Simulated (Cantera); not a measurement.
## Equilibrium for hydrogen reduction and annealing atmospheres: CuO + H2 + H2O

A closed system holds: 1 mol CuO, 4.4 mol H2, 1.1 mol H2O, held at 1750 K.

Equilibrium computed with Cantera from the NASA thermochemical tables; the gas is ideal and each condensed phase is pure. Candidate condensed phases: Cu, CuO, Cu(OH)2, Cu2O, H2O; 12 gas species. Kinetics and transport are ignored.

From 0.000100 bar to 0.000680 bar nothing is condensed. From 0.00460 bar to 10.0 bar the condensed part is Cu(l). The main Cu-bearing gas is Cu throughout.

```tsv
P (Pa)	x H2	x H2O	x Cu	x H	x OH	n Cu(l)
10	0.511	0.320	0.152	0.0166	0.000610	0
68	0.518	0.322	0.153	0.00642	0.000234	0
460	0.576	0.356	0.0649	0.00260	9.44e-5	0.616
3200	0.612	0.378	0.00933	0.00102	3.68e-5	0.948
22000	0.617	0.381	0.00136	0.000389	1.41e-5	0.993
150000	0.618	0.382	0.000199	0.000149	5.41e-6	0.999
1000000	0.618	0.382	2.99e-5	5.78e-5	2.09e-6	1.000
```
x: gas mole fraction; n: condensed amount in mol.
